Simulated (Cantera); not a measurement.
Charge: 1 mol PbO, 1.4 mol O2, a varied amount of H2, at 1550 K and 75.0 mbar.

These are equilibrium values from Cantera (NASA tables, ideal gas, pure condensed phases), not measurements of a reactor. Candidate condensed phases: H2O, Pb, PbO, PbO2, Pb3O4; 12 gas species. The numbers say what is thermodynamically allowed, not how fast it happens.

Task: At 75 mol H2, list the 4 most abundant gas species with their mole fractions, and the condensed phases.

Result: H2 0.937, H2O 0.0500, Pb 0.0132, H 0.000111. Condensed: gas only.
